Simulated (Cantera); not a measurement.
# Reactions in the system C-N-O-Ta

Cantera with NASA thermochemical tables; ideal gases at 1 bar, condensed phases pure. Values are per mole of reaction as written; species without (g) are pure solids or liquids, kept so even where they would boil at 1 bar. TaC: taken at fixed stoichiometry.

C + 2 NO(g) + TaO2(g) → TaC + 2 NO2(g)

| T (K) | ΔH° (kJ) | ΔS° (J/K) | ΔG° (kJ) | log10 K |
|---|---|---|---|---|
| 300 | -57.4 | -184.8 | -2.0 | 0.34 |
| 825 | -54.1 | -179.4 | 93.9 | -5.94 |
| 1025 | -51.9 | -177.0 | 129.5 | -6.60 |
| 1225 | -49.4 | -174.8 | 164.7 | -7.02 |
| 1425 | -46.6 | -172.7 | 199.4 | -7.31 |
| 1625 | -43.5 | -170.6 | 233.8 | -7.51 |
| 1825 | -40.1 | -168.6 | 267.7 | -7.66 |
| 2025 | -36.4 | -166.7 | 301.2 | -7.77 |
| 2225 | -32.3 | -164.8 | 334.4 | -7.85 |
| 2425 | -27.9 | -162.9 | 367.1 | -7.91 |
| 2625 | -23.1 | -161.0 | 399.5 | -7.95 |

5 N2(g) + Ta2O5 → 5 N2O(g) + 2 Ta

```tsv
T (K)	ΔH° (kJ)	ΔS° (J/K)	ΔG° (kJ)	log10 K	condensed phases
300	2453.9	81.5	2429.5	-423.00	Ta2O5(s), Ta(s)
825	2442.3	57.4	2395.0	-151.64	Ta2O5(s), Ta(s)
1025	2439.5	54.3	2383.8	-121.48	Ta2O5(s), Ta(s)
1225	2436.7	51.8	2373.2	-101.19	Ta2O5(s), Ta(s)
1425	2434.1	49.9	2363.1	-86.62	Ta2O5(s), Ta(s)
1625	2431.7	48.2	2353.3	-75.64	Ta2O5(s), Ta(s)
1825	2429.4	46.9	2343.8	-67.08	Ta2O5(s), Ta(s)
2025	2427.4	45.9	2334.5	-60.22	Ta2O5(s), Ta(s)
2225	2298.3	-16.7	2335.4	-54.83	Ta2O5(l), Ta(s)
2425	2288.6	-20.9	2339.2	-50.39	Ta2O5(l), Ta(s)
2625	2279.6	-24.4	2343.8	-46.64	Ta2O5(l), Ta(s)
```
